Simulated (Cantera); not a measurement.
## Moist CO burnout

An isothermal, constant-pressure homogeneous reactor starts with 2.20 % CO, 2.01 % O₂, 0.0632 % H₂O, 95.7 % N₂, equivalence ratio 0.55, at 1200 K and 8.78 atm.

Computed with Cantera and GRI-Mech 3.0 (53 species, 325 reactions).

```
t (s)         x CO     x O₂     x H₂O     x CO₂       x H      x NO     x N₂O
--------  --------  -------  --------  --------  --------  --------  --------
1.00e-5     0.0220   0.0201  0.000632   2.05e-9  3.37e-12    <1e-12    <1e-12
2.96e-5     0.0220   0.0201  0.000632   6.70e-9  1.45e-11    <1e-12  1.79e-12
8.77e-5     0.0220   0.0201  0.000632   2.50e-8  5.34e-11    <1e-12  1.34e-11
0.000260    0.0220   0.0201  0.000632   1.15e-7  2.04e-10    <1e-12  8.19e-11
0.000770    0.0220   0.0201  0.000632   7.58e-7  9.24e-10    <1e-12  4.48e-10
0.00228     0.0220   0.0201  0.000632   1.15e-5   9.09e-9    <1e-12   4.68e-9
0.00675     0.0216   0.0199  0.000628  0.000472   1.06e-7  1.56e-10   1.45e-7
0.0200      0.0192   0.0187  0.000624   0.00287   1.28e-7   4.06e-9   8.13e-7
0.0592      0.0132   0.0157  0.000626   0.00889   1.08e-7   3.96e-8   2.43e-6
0.175      0.00490   0.0116  0.000632    0.0173   5.15e-8   1.89e-7   4.65e-6
0.520     0.000529  0.00945  0.000638    0.0217   6.67e-9   3.57e-7   4.81e-6
1.54       3.13e-6  0.00920  0.000639    0.0223  6.66e-11   6.55e-7   1.31e-6
4.56       2.43e-9  0.00919  0.000639    0.0223    <1e-12   8.09e-7   2.58e-8
13.5       1.37e-9  0.00919  0.000639    0.0223    <1e-12   8.11e-7   1.06e-8
40.0       1.37e-9  0.00919  0.000639    0.0223    <1e-12   8.11e-7   1.06e-8
```
x: mole fraction; the columns are a selection and need not sum to one.

Equilibrium at this temperature and pressure: CO 1.37e-9, O₂ 0.00917, H₂O 0.000639, CO₂ 0.0223, H <1e-12, NO 4.55e-5, N₂O 1.05e-8 (gas phase only).
